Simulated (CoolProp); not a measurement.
Saturated liquid density (kg/m³) of water: the reference equation beside estimates from Tc = 373.9 °C, pc = 22060 kPa, ω = 0.344.

Model: reference Helmholtz-energy equation of state, Wagner 2002, in CoolProp.

```json
[
 {"T (°C)": "100.35", "reference": "958.1", "van der Waals": "462.4", "Soave-Redlich-Kwong": "710.1"},
 {"T (°C)": "132.45", "reference": "932.7", "van der Waals": "446.9", "Soave-Redlich-Kwong": "686.5"},
 {"T (°C)": "164.55", "reference": "903.0", "van der Waals": "430.2", "Soave-Redlich-Kwong": "659.7"},
 {"T (°C)": "196.65", "reference": "868.5", "van der Waals": "411.9", "Soave-Redlich-Kwong": "629.1"},
 {"T (°C)": "228.75", "reference": "828.8", "van der Waals": "391.6", "Soave-Redlich-Kwong": "593.7"},
 {"T (°C)": "260.75", "reference": "782.4", "van der Waals": "368.8", "Soave-Redlich-Kwong": "552.2"},
 {"T (°C)": "292.85", "reference": "726.4", "van der Waals": "342.2", "Soave-Redlich-Kwong": "501.9"},
 {"T (°C)": "324.95", "reference": "654.5", "van der Waals": "309.4", "Soave-Redlich-Kwong": "438.0"}
]
```

Absolute difference from the reference over all 8 rows, mean and median: van der Waals 52.5 and 52.7 %, Soave-Redlich-Kwong 28.6 and 28.0 %.
